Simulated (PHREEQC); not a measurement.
**Acid mine or pickling water**

Synthetic water in mg/L, 25 °C, pH 3.46, pe 11.2: Na 66.1; K 201; Ca 8.48; Mg 62.5; Cl 18.5; S(6) as SO4 642; Cd 39.9; Cu(2) 9.88.

Valence states are taken as typed.

All values are PHREEQC results (ion-association model, phreeqc.dat), not measurements.

Each row changes one thing in this solution. Precipitation was switched off in this run.

```
case                                               ionic strength (mol/kgw)  SO4-2 (mol/kgw)  Mg+2 (mol/kgw)  MgSO4 (mol/kgw)  Cd+2 (mol/kgw)  Ca+2 (mol/kgw)  SI of Gypsum (CaSO4:2H2O)  SI of Sylvite (KCl)
-------------------------------------------------  ------------------------  ---------------  --------------  ---------------  --------------  --------------  -------------------------  -------------------
as made                                                              0.0199          0.00540         0.00179         0.000783        0.000225        0.000159                      -1.95                -6.61
all concentrations times 2 at the same typed pH                      0.0373       (withheld)         0.00320          0.00196        0.000386        0.000292                      -1.54                -6.05
temperature from 25 to 40 °C at the same typed pH                    0.0191          0.00515         0.00161         0.000962        0.000223        0.000157                      -1.96                -6.68
K from 201 to 603 mg/L                                               0.0250          0.00530      (withheld)         0.000719        0.000235        0.000164                      -1.99                -6.14
Mg from 62.5 to 31.2 mg/L                                            0.0187          0.00574        0.000870       (withheld)        0.000218        0.000156                      -1.92                -6.61
```

Problem. Some entries are withheld; supply them.

Solution. 
- all concentrations times 2 at the same typed pH, SO4-2 (mol/kgw): 0.0101
- K from 201 to 603 mg/L, Mg+2 (mol/kgw): 0.00186
- Mg from 62.5 to 31.2 mg/L, MgSO4 (mol/kgw): 0.000414

Species that the database lacks are ignored. Away from 25 °C the constants follow the database's enthalpies or fits; those with neither stay at their 25 °C values.
